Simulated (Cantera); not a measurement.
Input: 1 mol Si, a varied amount of CO2, 2.1 mol H2, at 1300 K and 9.20 mbar.

Cantera equilibrium calculation (NASA polynomials, part measured and part estimated; ideal gas, pure solids and liquids). Candidate condensed phases: C, C6H6, C7H8, C8H18, H2O, Si, SiC, SiO2; 123 gas species. Mutual solubility and eutectic melting of coexisting phases are not modelled. The tables hold silica as quartz up to 1696 K and as liquid above; real silica turns to tridymite and cristobalite and melts near 1996 K. Rates play no part.

x: gas mole fraction; n: condensed amount in mol.

| n(CO2) (mol) | x H2 | x CO | x H2O | x CO2 | x SiO | x CH4 | n Si(s) | n SiC(s) | n SiO2(β-quartz) | n C(graphite) |
|---|---|---|---|---|---|---|---|---|---|---|
| 0.2 | 0.999 | 9.75e-6 | 2.76e-7 | 1.53e-12 | 0.000828 | 2.14e-7 | 0.599 | 0.200 | 0.199 | 0 |
| 0.43 | 0.999 | 9.75e-6 | 2.76e-7 | 1.53e-12 | 0.000828 | 2.14e-7 | 0.139 | 0.430 | 0.429 | 0 |
| 0.66 | 0.939 | 0.0606 | 4.77e-6 | 1.75e-7 | 4.50e-5 | 6.38e-5 | 0 | 0.408 | 0.592 | 0.117 |
| 0.9 | 0.939 | 0.0606 | 4.77e-6 | 1.75e-7 | 4.50e-5 | 6.38e-5 | 0 | 0.168 | 0.832 | 0.597 |
| 1.1 | 0.913 | 0.0870 | 6.66e-6 | 3.60e-7 | [?] | 6.03e-5 | 0 | 0 | 1.000 | 0.900 |
| 1.4 | 0.724 | 0.276 | 1.68e-5 | 3.62e-6 | [?] | 3.79e-5 | 0 | 0 | 1.000 | 0.600 |
| 1.6 | 0.636 | 0.364 | 1.94e-5 | 6.29e-6 | [?] | 2.93e-5 | 0 | 0 | 1.000 | 0.400 |
| 1.8 | 0.568 | 0.432 | 2.06e-5 | 8.90e-6 | [?] | 2.33e-5 | 0 | 0 | 1.000 | 0.200 |
| 2.1 | 0.485 | 0.491 | 0.0151 | 0.00869 | [?] | 2.25e-8 | 0 | 0 | 1.00 | 0 |
| 2.3 | 0.436 | 0.496 | 0.0414 | 0.0267 | [?] | 6.01e-9 | 0 | 0 | 1.00 | 0 |
| 2.5 | 0.393 | 0.498 | 0.0633 | 0.0454 | [?] | 2.91e-9 | 0 | 0 | 1.00 | 0 |
| 2.8 | 0.339 | 0.497 | 0.0892 | 0.0741 | [?] | 1.32e-9 | 0 | 0 | 1.00 | 0 |

Task: Some entries are withheld; supply them.

Result: 
- 1.1, x SiO: 3.14e-5
- 1.4, x SiO: 9.89e-6
- 1.6, x SiO: 7.50e-6
- 1.8, x SiO: 6.31e-6
- 2.1, x SiO: 7.34e-9
- 2.3, x SiO: 2.41e-9
- 2.5, x SiO: 1.42e-9
- 2.8, x SiO: 8.71e-10
